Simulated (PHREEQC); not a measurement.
A solution holds 0.051 mol Pb(NO3)2 and 0.00035 mol Zn(NO3)2 per kg of water, at 25 °C. Closed to the air; pH follows from the charge balance.

Computed with PHREEQC (ion-association model, wateq4f.dat).

No solid was allowed to form.

Task: Estimate the pH, ionic strength.

Result: pH 4.54; ionic strength 0.123 mol/kgw.

Task: In which forms is N present?

Result: NO3- 85 %, PbNO3+ 15 % of the N.
